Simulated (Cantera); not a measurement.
Ignition delay

Mixture: CH4 : CO : O2 : N2 = 1 : 0.12 : 2.4 : 13.9 (molar parts), at 29.6 atm, adiabatic and at constant pressure. Ignition delay is the time to a rise of 400 K.

Cantera simulation using GRI-Mech 3.0 (53 species, 325 reactions); the numbers are that mechanism's predictions, not measurements. The pressure lies above the range GRI-Mech 3.0 was tuned for (to about 10 atm).

```tsv
T0 (K)	delay (ms)
1050	20.8
1150	4.43
1250	1.25
1350	0.421
1450	0.160
1550	0.0657
1650	0.0288
1750	0.0134
1850	0.00669
1950	0.00359
```

```
Item                                                    Result
--------------------------------------------------  ----------
apparent activation energy between 1750 and 1950 K  190 kJ/mol
```
